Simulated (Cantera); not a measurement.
A perfectly stirred reactor is fed with CO : H2 : O2 : N2 = 1 : 0.22 : 0.407 : 1.53 (molar parts), equivalence ratio 1.5, at 49000 Pa; it is adiabatic with a 325 K inlet, and is followed from long to short residence time, starting on the burning branch (τ in s: 0.23, 0.088, 0.033, 0.013, 0.0049, 0.0018, 0.00071, 0.00027, 0.0001, 3.9e-05, 1.5e-05).

Detailed kinetics in Cantera: GRI-Mech 3.0 (53 species, 325 reactions).

### Question
Predict: blow-out, bracketed by the residence times tried; x(CO) at τ = 0.230 s; x(H2) at τ = 0.230 s; x(O2) at τ = 0.230 s; x(H) at τ = 0.230 s; x(H2O) at τ = 0.230 s; x(CO) at τ = 1.80 ms; x(H2) at τ = 1.80 ms; x(O2) at τ = 1.80 ms; x(H) at τ = 1.80 ms; x(H2O) at τ = 1.80 ms.

### Answer
| Quantity | Value |
|---|---|
| blow-out, bracketed by the residence times tried | burning at 0.270 ms, out at 0.100 ms |
| x(CO) at τ = 0.230 s | 0.145 |
| x(H2) at τ = 0.230 s | 0.00819 |
| x(O2) at τ = 0.230 s | 0.00219 |
| x(H) at τ = 0.230 s | 0.00234 |
| x(H2O) at τ = 0.230 s | 0.0686 |
| x(CO) at τ = 1.80 ms | 0.170 |
| x(H2) at τ = 1.80 ms | 0.0118 |
| x(O2) at τ = 1.80 ms | 0.0195 |
| x(H) at τ = 1.80 ms | 0.0228 |
| x(H2O) at τ = 1.80 ms | 0.0499 |
